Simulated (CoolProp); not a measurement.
Nitrous oxide at several states: Z from the reference equation and from simpler models built on Tc = 36.4 °C, pc = 7.245 MPa, ω = 0.161; each cubic takes its own stable root.

Values from CoolProp's reference Helmholtz-energy equation of state, Lemmon 2006. It is a short technical equation, of lower accuracy than the large ones.

| T (°C) | p (MPa) | phase | reference | van der Waals | Redlich-Kwong | Soave-Redlich-Kwong | Peng-Robinson |
|---|---|---|---|---|---|---|---|
| 118.05 | 2.06 | gas | 0.9541 | 0.9515 | 0.9512 | 0.9563 | 0.9482 |
| 195.45 | 11.8 | supercritical | 0.8799 | 0.8326 | 0.8629 | 0.9041 | 0.8745 |
| 3.25 | 10.5 | liquid | 0.2141 | 0.3220 | 0.2416 | 0.2366 | 0.2100 |
